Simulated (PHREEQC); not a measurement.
MgCl2 is added in steps, without added water, to 1 kg of water holding 0.016 mol CdSO4, 0.18 mol NaCl and 0.0028 mol HCl, at 20 °C. Oxygen is held at 0.21 atm. CO2 is held at log p = -1 (atm). Only these solids could form: Halite, Cd(OH)2, Otavite.

Base run: PHREEQC, ion-association model, phreeqc.dat. Each further column changes one thing. The table gives MgSO4 (mol/kgw).

```csv
MgCl2 added (mol),base,temperature from 20 to 55 °C,CdSO4 from 0.016 to 0.0016 mol/kgw,0.025 mol/kgw KCl added,no solid may form
0,0,0,0,0,0
0.008531,0.00142,0.00225,0.000174,0.00133,0.00142
0.01706,0.00254,0.00393,0.000299,0.00240,0.00254
0.02844,0.00372,0.00557,0.000421,0.00354,0.00372
0.03697,0.00443,0.00648,0.000490,0.00424,0.00443
0.0455,0.00503,0.00720,0.000547,0.00482,0.00503
0.05403,0.00554,0.00780,0.000595,0.00533,0.00554
0.06256,0.00598,0.00829,0.000636,0.00577,0.00598
0.07394,0.00648,0.00882,0.000683,0.00627,0.00648
0.08247,0.00681,0.00916,0.000713,0.00660,0.00681
0.091,0.00710,0.00945,0.000740,0.00690,0.00710
```

 Away from 25 °C the constants follow the database's enthalpies or fits; those with neither stay at their 25 °C values. Solids allowed in the column '0.025 mol/kgw KCl added': Halite, Sylvite, Cd(OH)2, Otavite.
